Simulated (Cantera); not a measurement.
A freely propagating, adiabatic, planar premixed flame of 6.12 % C3H8, 23.5 % O2, 70.3 % N2, equivalence ratio 1.3, unburnt at 698 K and 500000 Pa; mixture-averaged transport, grid criteria slope 0.08 and curve 0.16, no radiation.

Model: GRI-Mech 3.0 (53 species, 325 reactions), integrated in Cantera. GRI-Mech 3.0 was tuned for natural gas; its chemistry of propane as a main component is partial and can be far from experiment. Burning velocities carry a grid error of a few per cent, more on coarse grids.

### Question
Predict: laminar burning velocity; thermal thickness; peak x(C2H2); peak x(C2H6); peak x(C2H4).

### Answer
```
Property                      Value
------------------------  ---------
laminar burning velocity   180 cm/s
thermal thickness         0.0522 mm
peak x(C2H2)                0.00516
peak x(C2H6)                0.00229
peak x(C2H4)                 0.0162
```
